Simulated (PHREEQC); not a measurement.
## Acid mine or pickling water: speciation

Model water analysis in mg/kgw, 25 °C, pH 3.3, pe 8.8:

```tsv
constituent	mg/kgw
Na	19.5
K	2.56
Ca	72.1
Mg	29.9
Cl	6.46
S(6) as SO4	391
Cu(2)	0.0846
```

Valence states are taken as typed.

All values are PHREEQC results (ion-association model, phreeqc.dat), not measurements.

No solid was allowed to form.

Task: Estimate the ionic strength, charge-balance error, specific conductance.

Result: ionic strength 0.0122 mol/kgw; charge-balance error -5.2 %; specific conductance 925 µS/cm.

Task: In which forms is S present?

Result: SO4-2 81 %, CaSO4 8.6 %, MgSO4 7.4 %, HSO4- 2.8 % of the S.

Complexes and solids missing from the database can't appear.
